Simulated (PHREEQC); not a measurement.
Polishing slurry liquid: an equilibrium model

A solution holds 0.027 mol KOH, 0.0013 mol KNO3 and 0.0065 mol CO2 per kg of water, at 25 °C. Closed to the air; pH follows from the charge balance.

The numbers come from PHREEQC with the ion-association model, phreeqc.dat.

Precipitation was switched off in this run.

Task: Estimate the pH, specific conductance, ionic strength.

Result: pH 12.06; specific conductance 5130 µS/cm; ionic strength 0.0347 mol/kgw.

Task: In which forms is C present?

Result: CO3-2 99 %, HCO3- 1.1 % of the C.

Complexes and solids missing from the database can't appear.
